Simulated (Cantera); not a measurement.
A Cantera script and its output.

```python
import numpy as np
import cantera as ct

gas = ct.Solution("gri30.yaml")
gas.TPX = 2000, 13332, {'NO': 1, 'N2': 4.5}
reactor = ct.IdealGasConstPressureReactor(gas, energy="off", clone=False)
net = ct.ReactorNet([reactor])
net.rtol, net.atol = 1e-08, 1e-18
show = ['NO', 'N2', 'N2O', 'O2', 'NO2', 'O']
times = np.geomspace(0.0005, 30, 12)

steps = ct.SolutionArray(gas, extra=["t"])
rows = []
print(f"{'t/s':>10s}{'T/K':>9s}{'P/Pa':>11s}" + "".join(f"{s:>11s}" for s in show))
for t in times:
    while net.time < t:
        t_next = net.step()
        steps.append(gas.state, t=t_next)
    rows.append([np.interp(t, steps.t, y) for y in (steps.T, steps.P, *steps(*show).X.T)])
    print(f"{t:10.3e}{rows[-1][0]:9.1f}{rows[-1][1]:11.4g}" + "".join(f"{x:11.3e}" for x in rows[-1][2:]))
rate = np.gradient(steps.T, steps.t)
print("integrator steps:", len(steps.t))
if steps.T.max() > steps.T[0] + 200:
    print(f"time of steepest temperature rise: {steps.t[rate.argmax()]:.4e} s")
gas.TPX = 2000, 13332, {'NO': 1, 'N2': 4.5}
gas.equilibrate("TP")
print(f"equilibrium (TP): T = {gas.T:.1f} K  " + "  ".join(f"{s} {gas[s].X[0]:.3e}" for s in show))
```

Result:

```
       t/s      T/K       P/Pa         NO         N2        N2O         O2        NO2          O
 5.000e-04   2000.0  1.333e+04  1.818e-01  8.182e-01  2.360e-06  2.408e-08  1.309e-07  2.628e-06
 1.359e-03   2000.0  1.333e+04  1.818e-01  8.182e-01  5.610e-06  1.914e-07  6.631e-07  7.627e-06
 3.696e-03   2000.0  1.333e+04  1.818e-01  8.182e-01  1.092e-05  1.753e-06  2.656e-06  2.372e-05
 1.005e-02   2000.0  1.333e+04  1.817e-01  8.182e-01  1.471e-05  1.852e-05  7.908e-06  6.720e-05
 2.732e-02   2000.0  1.333e+04  1.814e-01  8.183e-01  1.484e-05  1.414e-04  1.272e-05  1.108e-04
 7.428e-02   2000.0  1.333e+04  1.805e-01  8.188e-01  1.463e-05  5.693e-04  1.391e-05  1.209e-04
 2.019e-01   2000.0  1.333e+04  1.781e-01  8.200e-01  1.415e-05  1.775e-03  1.589e-05  1.369e-04
 5.490e-01   2000.0  1.333e+04  1.711e-01  8.235e-01  1.287e-05  5.248e-03  2.018e-05  1.746e-04
 1.493e+00   2000.0  1.333e+04  1.507e-01  8.336e-01  9.705e-06  1.538e-02  2.687e-05  2.533e-04
 4.059e+00   2000.0  1.333e+04  9.918e-02  8.593e-01  4.050e-06  4.108e-02  2.778e-05  3.849e-04
 1.103e+01   2000.0  1.333e+04  2.976e-02  8.940e-01  4.407e-07  7.574e-02  1.124e-05  5.099e-04
 3.000e+01   2000.0  1.333e+04  6.501e-03  9.056e-01  1.224e-07  8.736e-02  2.636e-06  5.450e-04
integrator steps: 890
equilibrium (TP): T = 2000.0 K  NO 5.336e-03  N2 9.062e-01  N2O 1.175e-07  O2 8.794e-02  NO2 2.171e-06  O 5.466e-04
```

Computed with Cantera and GRI-Mech 3.0 (53 species, 325 reactions).
